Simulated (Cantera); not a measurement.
## Carbon deposition, reforming and gasification: C2H6 + H2O + N2

Feed: 1 mol C2H6, a varied amount of H2O, 6.8 mol N2, at 1550 K and 6.40 bar.

These are equilibrium values from Cantera (NASA tables, ideal gas, pure condensed phases), not measurements of a reactor. Candidate condensed phases: C, C6H6, C7H8, C8H18, H2O; 136 gas species. Rates play no part.

From 0.43 mol H2O to 1.8 mol H2O the condensed part is C(graphite). From 2.2 mol H2O to 5.4 mol H2O nothing is condensed. The main C-bearing gas is CO throughout.

```json
[
 {"n(H2O) (mol)": "0.43", "x N2": "0.638", "x H2": "0.319", "x H2O": "9.97e-5", "x CO": "0.0403", "x CO2": "4.50e-6", "x CH4": "0.00132", "x HCN": "0.000671", "n C(graphite)": "1.55"},
 {"n(H2O) (mol)": "0.88", "x N2": "0.589", "x H2": "0.333", "x H2O": "0.000196", "x CO": "0.0760", "x CO2": "1.60e-5", "x CH4": "0.00144", "x HCN": "0.000658", "n C(graphite)": "1.10"},
 {"n(H2O) (mol)": "1.3", "x N2": "0.549", "x H2": "0.344", "x H2O": "0.000279", "x CO": "0.105", "x CO2": "3.04e-5", "x CH4": "0.00154", "x HCN": "0.000646", "n C(graphite)": "0.676"},
 {"n(H2O) (mol)": "1.8", "x N2": "0.508", "x H2": "0.355", "x H2O": "0.000369", "x CO": "0.134", "x CO2": "4.99e-5", "x CH4": "0.00164", "x HCN": "0.000631", "n C(graphite)": "0.175"},
 {"n(H2O) (mol)": "2.2", "x N2": "0.486", "x H2": "0.359", "x H2O": "0.0126", "x CO": "0.141", "x CO2": "0.00177", "x CH4": "5.22e-5", "x HCN": "1.93e-5", "n C(graphite)": "0"},
 {"n(H2O) (mol)": "2.7", "x N2": "0.469", "x H2": "0.350", "x H2O": "0.0426", "x CO": "0.132", "x CO2": "0.00574", "x CH4": "1.35e-5", "x HCN": "5.09e-6", "n C(graphite)": "0"},
 {"n(H2O) (mol)": "3.2", "x N2": "0.453", "x H2": "0.342", "x H2O": "0.0708", "x CO": "0.124", "x CO2": "0.00918", "x CH4": "7.10e-6", "x HCN": "2.73e-6", "n C(graphite)": "0"},
 {"n(H2O) (mol)": "3.6", "x N2": "0.442", "x H2": "0.336", "x H2O": "0.0923", "x CO": "0.118", "x CO2": "0.0116", "x CH4": "4.91e-6", "x HCN": "1.91e-6", "n C(graphite)": "0"},
 {"n(H2O) (mol)": "4.1", "x N2": "0.428", "x H2": "0.329", "x H2O": "0.118", "x CO": "0.111", "x CO2": "0.0143", "x CH4": "3.39e-6", "x HCN": "1.34e-6", "n C(graphite)": "0"},
 {"n(H2O) (mol)": "4.5", "x N2": "0.417", "x H2": "0.323", "x H2O": "0.137", "x CO": "0.107", "x CO2": "0.0162", "x CH4": "2.64e-6", "x HCN": "1.06e-6", "n C(graphite)": "0"},
 {"n(H2O) (mol)": "5", "x N2": "0.405", "x H2": "0.316", "x H2O": "0.160", "x CO": "0.101", "x CO2": "0.0183", "x CH4": "2.00e-6", "x HCN": "8.19e-7", "n C(graphite)": "0"},
 {"n(H2O) (mol)": "5.4", "x N2": "0.395", "x H2": "0.310", "x H2O": "0.178", "x CO": "0.0965", "x CO2": "0.0198", "x CH4": "1.64e-6", "x HCN": "6.80e-7", "n C(graphite)": "0"}
]
```
x: gas mole fraction; n: condensed amount in mol.
